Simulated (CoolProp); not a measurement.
Properties of ethanol along the isotherm 517.5 K (Tc = 514.7 K, pc = 6.268 MPa, ω = 0.644).

The numbers come from the reference Helmholtz-energy equation of state, Schroeder 2014 in CoolProp.

| p (MPa) | phase | cv (kJ/(kg K)) | Joule-Thomson coefficient (K/MPa) | isothermal compressibility (1/MPa) | conductivity (mW/(m K)) |
|---|---|---|---|---|---|
| 0.348 | gas | 1.983 | 9.858 | 2.922 | 40.7 |
| 0.696 | gas | 2.019 | 9.916 | 1.487 | 41.4 |
| 1.04 | gas | 2.055 | 9.979 | 1.015 | 42.1 |
| 1.39 | gas | 2.093 | 10.05 | 0.7756 | 42.9 |
| 1.74 | gas | 2.133 | 10.13 | 0.6343 | 43.8 |
| 2.09 | gas | 2.175 | 10.22 | 0.5419 | 44.8 |
| 2.44 | gas | 2.219 | 10.32 | 0.4778 | 45.8 |
| 2.79 | gas | 2.265 | 10.44 | 0.4317 | 46.9 |
| 3.13 | gas | 2.312 | 10.56 | 0.3989 | 48.2 |

Thermal conductivity comes from a separate model (Assael 2013).
